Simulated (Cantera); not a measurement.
Feed: 1 mol BF3, 100 mol H2, 1.3 mol N2, equilibrated at 1523.15 K and 0.000660 bar.

Equilibrium computed with Cantera from the NASA thermochemical tables; the gas is ideal and each condensed phase is pure. Candidate condensed phases: B, BN; 31 gas species. The tables' values for BF2 are old estimates; treat these amounts as uncertain. Rates play no part.

Base state: H2 0.970, N2 0.0121, HF 0.00847, BF3 0.00501, BF2 0.00166, BF 0.00139, H 0.000888, BHF2 0.000509 (mole fractions); condensed: BN(s).

Q: What changes in the equilibrium state with this change: BF3 replaced by BCl3?

A: 
```tsv
species	before	after
H2	0.970	0.962
HCl	0	0.0293
N2	0.0121	0.00782
HF	0.00847	0
BCl	0	1.58e-5
BF3	0.00501	0
BF2	0.00166	0
BN(s), mol	0.120	0.998
```
The tables' values for BCl are old estimates; treat these amounts as uncertain. Further candidate phases: NH4Cl.
